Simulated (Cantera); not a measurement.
**Si + O₂ + H₂ (thermal oxidation and active oxidation of silicon)**

Charge: 1 mol Si, 0.055 mol O₂, 130 mol H₂, held at 75.0 Torr.

Equilibrium computed with Cantera from the NASA thermochemical tables; the gas is ideal and each condensed phase is pure. Candidate condensed phases: H₂O, Si, SiO₂; 18 gas species. Mutual solubility and eutectic melting of coexisting phases are not modelled. The tables hold silica as quartz up to 1696 K and as liquid above; real silica turns to tridymite and cristobalite and melts near 1996 K. Gases not in the tables: Si₂H₆ and higher silanes. Equilibrium is a limit: real reactors are often held back by kinetics, nucleation or transport.

From 900 K to 1400 K the condensed part is Si(s) + SiO₂(β-quartz). From 1500 K to 1600 K the condensed part is Si(s). From 1700 K to 2200 K the condensed part is Si(l). The main Si-bearing gas is SiH₄ at 900 K and Si at 2200 K.

| T (K) | x H₂ | x H | x Si | x SiO | x SiH | n Si(s) | n SiO₂(β-quartz) | n Si(l) |
|---|---|---|---|---|---|---|---|---|
| 900 | 1.00 | 3.70e-10 | <1e-12 | 4.98e-11 | <1e-12 | 0.945 | 0.0550 | 0 |
| 1000 | 1.00 | 7.18e-9 | <1e-12 | 5.21e-9 | <1e-12 | 0.945 | 0.0550 | 0 |
| 1100 | 1.00 | 8.18e-8 | <1e-12 | 2.30e-7 | 2.25e-12 | 0.945 | 0.0550 | 0 |
| 1200 | 1.000 | 6.24e-7 | 1.39e-11 | 5.36e-6 | 6.58e-11 | 0.945 | 0.0546 | 0 |
| 1300 | 1.000 | 3.50e-6 | 4.33e-10 | 7.61e-5 | 1.14e-9 | 0.940 | 0.0500 | 0 |
| 1400 | 0.999 | 1.54e-5 | 8.23e-9 | 0.000733 | 1.30e-8 | 0.897 | 0.00723 | 0 |
| 1500 | 0.999 | 5.56e-5 | 1.05e-7 | 0.000845 | 1.07e-7 | 0.890 | 0 | 0 |
| 1600 | 0.999 | 0.000172 | 9.75e-7 | 0.000845 | 6.71e-7 | 0.889 | 0 | 0 |
| 1700 | 0.999 | 0.000466 | 6.79e-6 | 0.000845 | 3.32e-6 | 0 | 0 | 0.887 |
| 1800 | 0.998 | 0.00113 | 3.18e-5 | 0.000845 | 1.14e-5 | 0 | 0 | 0.880 |
| 1900 | 0.996 | 0.00250 | 0.000126 | 0.000844 | 3.45e-5 | 0 | 0 | 0.861 |
| 2000 | 0.993 | 0.00513 | 0.000435 | 0.000843 | 9.31e-5 | 0 | 0 | 0.806 |
| 2100 | 0.988 | 0.00979 | 0.00133 | 0.000840 | 0.000227 | 0 | 0 | 0.656 |
| 2200 | 0.977 | 0.0176 | 0.00369 | 0.000835 | 0.000510 | 0 | 0 | 0.278 |
x: gas mole fraction; n: condensed amount in mol.
